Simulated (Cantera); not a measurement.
**Thermodynamics of aluminium and copper etching, feed Al + Cl2**

Charge: 1 mol Al, 0.32 mol Cl2, held at 2.30 Pa.

Cantera equilibrium calculation (NASA polynomials, part measured and part estimated; ideal gas, pure solids and liquids). Candidate condensed phases: Al, AlCl3; 8 gas species. The tables' values for AlCl2 are old estimates; treat these amounts as uncertain. Equilibrium is a limit: real reactors are often held back by kinetics, nucleation or transport.

| T (K) | x AlCl | x Al | x AlCl2 | x Al2 | x AlCl3 | n Al(l) |
|---|---|---|---|---|---|---|
| 1198 | 0.999 | 0.00110 | 0.000216 | 8.85e-9 | 1.53e-6 | 0.359 |
| 1223 | 0.998 | 0.00208 | 0.000157 | 2.23e-8 | 6.94e-7 | 0.359 |
| 1248 | 0.996 | 0.00383 | 0.000115 | 5.40e-8 | 3.25e-7 | 0.358 |
| 1273 | 0.993 | 0.00690 | 8.52e-5 | 1.26e-7 | 1.56e-7 | 0.356 |
| 1298 | 0.988 | 0.0121 | 6.36e-5 | 2.85e-7 | 7.70e-8 | 0.352 |
| 1323 | 0.979 | 0.0209 | 4.77e-5 | 6.25e-7 | 3.85e-8 | 0.346 |
| 1348 | 0.965 | 0.0352 | 3.57e-5 | 1.33e-6 | 1.95e-8 | 0.337 |
| 1373 | 0.942 | 0.0582 | 2.65e-5 | 2.74e-6 | 9.79e-9 | 0.320 |
| 1398 | 0.906 | 0.0945 | 1.93e-5 | 5.51e-6 | 4.82e-9 | 0.293 |
| 1423 | 0.849 | 0.151 | 1.35e-5 | 1.08e-5 | 2.25e-9 | 0.246 |
| 1448 | 0.764 | 0.236 | 8.70e-6 | 2.07e-5 | 9.44e-10 | 0.162 |
| 1473 | 0.640 | 0.360 | 5.00e-6 | 3.76e-5 | 3.37e-10 | 0 |
| 1498 | 0.640 | 0.360 | 6.19e-6 | 2.97e-5 | 4.69e-10 | 0 |
x: gas mole fraction; n: condensed amount in mol.

From 1198 K to 1448 K the condensed part is Al(l). From 1473 K to 1498 K nothing is condensed. The main Al-bearing gas is AlCl throughout.
